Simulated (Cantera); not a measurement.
# Premixed flame

A freely propagating, adiabatic, planar premixed flame of 33.7 % H2, 13.0 % O2, 53.3 % N2, unburnt at 425 K and 48000 Pa; mixture-averaged transport, grid criteria slope 0.08 and curve 0.16, no radiation.

Computed with Cantera and the H2/O2 subset of GRI-Mech 3.0, which has no nitrogen chemistry. Burning velocities carry a grid error of a few per cent, more on coarse grids.

| z (mm) | T (K) | u (m/s) | x H2 | x O2 | x H2O2 | x H2O | x O | x HO2 |
|---|---|---|---|---|---|---|---|---|
| -3.22 | 425 | 4.25 | 0.337 | 0.130 | <1e-8 | <1e-8 | <1e-8 | <1e-8 |
| -2.14 | 425 | 4.25 | 0.337 | 0.130 | <1e-8 | <1e-8 | <1e-8 | <1e-8 |
| -1.61 | 425 | 4.25 | 0.337 | 0.130 | <1e-8 | <1e-8 | <1e-8 | <1e-8 |
| -1.07 | 425 | 4.25 | 0.337 | 0.130 | <1e-8 | <1e-8 | <1e-8 | 1.21e-8 |
| -0.536 | 432 | 4.31 | 0.335 | 0.130 | 2.65e-6 | 0.000161 | 1.62e-6 | 9.52e-5 |
| -0.268 | 664 | 6.47 | 0.303 | 0.125 | 3.16e-5 | 0.0176 | 0.000173 | 0.000141 |
| 0 | 1126 | 10.6 | 0.194 | 0.0868 | 2.05e-6 | 0.104 | 0.00421 | 4.58e-5 |
| 0.268 | 1430 | 13.3 | 0.0971 | 0.0279 | 1.62e-6 | 0.212 | 0.00816 | 1.35e-5 |
| 0.536 | 1562 | 14.4 | 0.0786 | 0.0133 | 1.15e-6 | 0.239 | 0.00770 | 5.89e-6 |
| 1.07 | 1698 | 15.6 | 0.0795 | 0.00946 | 6.77e-7 | 0.248 | 0.00670 | 3.69e-6 |
| 2.14 | 1840 | 16.7 | 0.0825 | 0.00720 | 3.57e-7 | 0.256 | 0.00525 | 2.49e-6 |
| 4.29 | 1981 | 17.8 | 0.0844 | 0.00492 | 1.86e-7 | 0.265 | 0.00359 | 1.57e-6 |
| 8.58 | 2106 | 18.7 | 0.0851 | 0.00294 | 1.02e-7 | 0.275 | 0.00212 | 9.30e-7 |
x: mole fraction of selected species; z is measured from the peak of heat release.

```yaml
laminar_burning_velocity: 425 cm/s
thermal_thickness: 1.07 mm
peak x(H2O2): 3.46e-5
peak x(O): 0.00817
peak x(HO2): 0.000246
grid_points: 127
```
